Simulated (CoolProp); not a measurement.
Vapour-liquid equilibrium of fluoroethane (R161) (1) + R1234yf (2) at 51.15 °C; x and y are mole fractions of (1).

Computed with CoolProp (multi-fluid Helmholtz-energy mixture model, Wu 2012 and Lemmon 2022; pair parameters Bell 2016).

```tsv
x	bubble pressure, mixture model (MPa)	bubble pressure, Raoult's law (MPa)	y, mixture model	y, Raoult's law
0.05	1.365	1.360	0.062	0.065
0.15	1.418	1.404	0.182	0.190
0.25	1.470	1.448	0.294	0.307
0.35	1.520	1.492	0.400	0.417
0.45	1.567	1.536	0.501	0.521
0.55	1.612	1.580	0.597	0.619
0.65	1.655	1.624	0.689	0.712
0.75	1.694	1.668	0.779	0.799
0.85	1.730	1.712	0.868	0.883
0.95	1.763	1.756	0.956	0.962
```

The largest gap from Raoult's law is +2.0 % in bubble pressure, at x = 0.55. No azeotrope shows between x = 0.05 and 0.95.

Pair parameters are fitted to limited data, so mixtures are less certain than the pure fluids.
